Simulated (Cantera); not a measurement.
**Gas activation for diamond growth**

A perfectly stirred reactor is fed with 1.08 % CH4, 98.1 % H2, 0.853 % H, at 0.0750 atm; it is held at 1275 K, and followed from long to short residence time.

Computed with Cantera and GRI-Mech 3.0 (53 species, 325 reactions). GRI-Mech 3.0 stops at C3 and has no aromatics, soot or wall deposition, so with more carbon than oxygen in the feed, carbon stays in small species such as C2H2 where larger ones or solid carbon would form.

```csv
τ (s),x CH4,x H2,x H,x CH2,x C2H,x C2H2,x CH3
7.3,0.0101,0.989,4.20e-5,2.05e-10,4.10e-12,0.000267,8.35e-6
2.6,0.0101,0.989,7.00e-5,5.67e-10,6.30e-12,0.000246,1.40e-5
0.95,0.0102,0.989,0.000115,1.52e-9,9.07e-12,0.000215,2.30e-5
0.34,0.0103,0.989,0.000191,4.12e-9,1.23e-11,0.000176,3.84e-5
0.12,0.0104,0.989,0.000318,1.11e-8,1.54e-11,0.000132,6.41e-5
0.044,0.0104,0.989,0.000519,2.81e-8,1.76e-11,9.26e-5,0.000104
0.016,0.0104,0.988,0.000846,6.87e-8,1.86e-11,5.99e-5,0.000168
0.0058,0.0104,0.988,0.00137,1.57e-7,1.82e-11,3.62e-5,0.000264
0.0021,0.0103,0.987,0.00217,3.28e-7,1.64e-11,2.06e-5,0.000399
0.00075,0.0101,0.986,0.00334,5.97e-7,1.36e-11,1.09e-5,0.000569
0.00027,0.00997,0.984,0.00480,8.89e-7,9.75e-12,5.16e-6,0.000726
```
x: mole fraction; the columns are a selection and need not sum to one.
